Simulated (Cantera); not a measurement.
A freely propagating, adiabatic, planar premixed flame of 22.9 % H2, 19.7 % O2, 57.4 % N2, equivalence ratio 0.58, unburnt at 325 K and 0.420 bar; mixture-averaged transport, grid criteria slope 0.08 and curve 0.16, no radiation.

Detailed kinetics in Cantera: the H2/O2 subset of GRI-Mech 3.0, which has no nitrogen chemistry. Burning velocities carry a grid error of a few per cent, more on coarse grids. Lean hydrogen flames are cellular in practice and burn faster than this planar one.

x: mole fraction of selected species; z is measured from the peak of heat release.

| z (mm) | T (K) | u (m/s) | x H2 | x O2 | x OH | x H2O2 | x HO2 | x O |
|---|---|---|---|---|---|---|---|---|
| -2.84 | 325 | 1.67 | 0.229 | 0.197 | <1e-8 | <1e-8 | <1e-8 | <1e-8 |
| -1.90 | 325 | 1.67 | 0.229 | 0.197 | <1e-8 | <1e-8 | <1e-8 | <1e-8 |
| -1.42 | 325 | 1.67 | 0.229 | 0.197 | <1e-8 | <1e-8 | <1e-8 | <1e-8 |
| -0.948 | 325 | 1.67 | 0.227 | 0.197 | <1e-8 | 4.15e-8 | 2.33e-7 | <1e-8 |
| -0.474 | 357 | 1.79 | 0.210 | 0.201 | 1.40e-5 | 1.83e-5 | 0.000103 | 1.61e-6 |
| -0.237 | 637 | 3.09 | 0.165 | 0.197 | 0.000833 | 6.15e-5 | 0.000207 | 0.000154 |
| 0 | 1041 | 4.92 | 0.0950 | 0.168 | 0.00200 | 8.78e-6 | 8.25e-5 | 0.00317 |
| 0.237 | 1329 | 6.24 | 0.0380 | 0.123 | 0.00623 | 3.99e-6 | 4.66e-5 | 0.00987 |
| 0.474 | 1487 | 6.96 | 0.0184 | 0.103 | 0.00941 | 2.32e-6 | 3.23e-5 | 0.0127 |
| 0.948 | 1645 | 7.65 | 0.0124 | 0.0962 | 0.0118 | 1.07e-6 | 2.23e-5 | 0.0116 |
| 1.90 | 1786 | 8.24 | 0.00903 | 0.0939 | 0.0124 | 5.19e-7 | 1.44e-5 | 0.00820 |
| 3.79 | 1895 | 8.68 | (withheld) | 0.0931 | (withheld) | (withheld) | (withheld) | (withheld) |
| 7.58 | 1965 | 8.96 | 0.00265 | 0.0933 | 0.00843 | 1.72e-7 | 4.34e-6 | 0.00229 |

Fill in the missing entries.


- 3.79, x H2: 0.00545
- 3.79, x OH: 0.0111
- 3.79, x H2O2: 2.87e-7
- 3.79, x HO2: 8.26e-6
- 3.79, x O: 0.00480
